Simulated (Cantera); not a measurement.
A Cantera script and its output.

```python
import numpy as np
import cantera as ct

gas = ct.Solution("gri30.yaml")


def delay(T, t_max=10):
    gas.TPX = T, 3700000, {'CO': 1, 'H2': 0.52, 'CH4': 0.92, 'O2': 2.17, 'N2': 8.15}
    reactor = ct.IdealGasConstPressureReactor(gas, clone=False)
    net = ct.ReactorNet([reactor])
    net.rtol, net.atol = 1e-8, 1e-16
    while net.time < t_max:
        t_old, T_old = net.time, reactor.T
        net.step()
        if reactor.T > T + 400:  # ignition: a rise of 400 K
            return t_old + (T + 400 - T_old) / (reactor.T - T_old) * (net.time - t_old)
    return np.nan


taus = []
for T in [1225, 1300, 1375, 1450, 1525, 1600, 1675, 1750, 1825]:
    taus.append(delay(T))
    print(f"T0 = {T:6g} K   tau = {taus[-1]:.4e} s")
```

It prints:

```
T0 =   1225 K   tau = 1.1378e-04 s
T0 =   1300 K   tau = 5.2768e-05 s
T0 =   1375 K   tau = 2.8647e-05 s
T0 =   1450 K   tau = 1.7119e-05 s
T0 =   1525 K   tau = 1.0802e-05 s
T0 =   1600 K   tau = 7.0406e-06 s
T0 =   1675 K   tau = 4.6930e-06 s
T0 =   1750 K   tau = 3.1864e-06 s
T0 =   1825 K   tau = 2.2008e-06 s
```

Cantera simulation using GRI-Mech 3.0 (53 species, 325 reactions); the numbers are that mechanism's predictions, not measurements. The pressure lies above the range GRI-Mech 3.0 was tuned for (to about 10 atm).
